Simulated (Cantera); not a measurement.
A closed system holds: 1 mol HCl, 0.12 mol H2O, 13 mol N2, held at 3500 K and 48.0 mbar.

Cantera equilibrium calculation (NASA polynomials, part measured and part estimated; ideal gas, pure solids and liquids). Equilibrium is a limit: real reactors are often held back by kinetics, nucleation or transport.

| species | before | after |
|---|---|---|
| N2 | 0.847 | 0.437 |
| H | 0.0780 | 0.339 |
| O | 0.00710 | 0.147 |
| OH | 0.000131 | 0.0118 |
| H2 | 0.000838 | 0.0159 |
| Cl | 0.0642 | 0.0318 |
| O2 | 9.95e-6 | 0.00426 |
| H2O | 3.05e-6 | 0.00119 |
| NO | 0.000573 | 0.00851 |
| HCl | 0.00104 | 0.00224 |
| N | 0.000931 | 0.000669 |
Gas species are given as mole fractions.

### Question
What was changed between the two runs?
A) H2O from 0.12 to 0.05 mol
B) H2O from 0.12 to 5.2 mol
C) 0.29 mol H2 added
D) pressure from 48.0 mbar to 0.210 bar

### Answer
B, H2O from 0.12 to 5.2 mol
